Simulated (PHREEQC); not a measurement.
A solution holds 0.97 mmol/kgw AgF, 25 mmol/kgw HF and 80 mmol/kgw NaCl, at 25 °C. Closed to the air; pH follows from the charge balance.

The numbers come from PHREEQC with the ion-association model, wateq4f.dat.

Task: The ionic strength comes out as 0.0843 mol/kgw. What activity coefficients do AgCl4-3, H+, AgCl2-, Na+, AgCl3-2 get?

Result: AgCl4-3 0.12, H+ 0.83, AgCl2- 0.79, Na+ 0.79, AgCl3-2 0.39.

No solid was allowed to form. Saturation is exceeded, for instance for Cerargyrite; the values hold only as long as no solid forms. wateq4f.dat counts part of the HF as a dimer, H2F2, which phreeqc.dat doesn't know; its constant is uncertain.
